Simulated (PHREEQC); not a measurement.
# Leach liquor: speciation

Solution (25 °C): 6.1 mmol/kgw HCl, 0.42 mmol/kgw Al2(SO4)3 and 2.4 mmol/kgw MgSO4. Closed to the air; pH follows from the charge balance.

The numbers come from PHREEQC with the ion-association model, phreeqc.dat.

Precipitation was switched off in this run.

Task: Estimate the pH.

Result: pH 2.31.

Task: In which forms is S present?

Result: SO4-2 56 %, HSO4- 18 %, AlSO4+ 14 %, MgSO4 10 %, Al(SO4)2- 1.1 % of the S.
